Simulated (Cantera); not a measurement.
Charge: 1 mol AlCl3, 0.72 mol N2, at 825 K and 0.100 bar.

Equilibrium computed with Cantera from the NASA thermochemical tables; the gas is ideal and each condensed phase is pure. Candidate condensed phases: Al, AlCl3, AlN; 11 gas species. Rates play no part.

Base state: AlCl3 0.510, N2 0.440, Al2Cl6 0.0506 (mole fractions); condensed: gas only.

Question: What changes in the equilibrium state with this change: temperature from 825 K to 1173 K?

Answer: 
```csv
species,before,after
AlCl3,0.510,0.581
N2,0.440,0.419
Al2Cl6,0.0506,0.000446
```
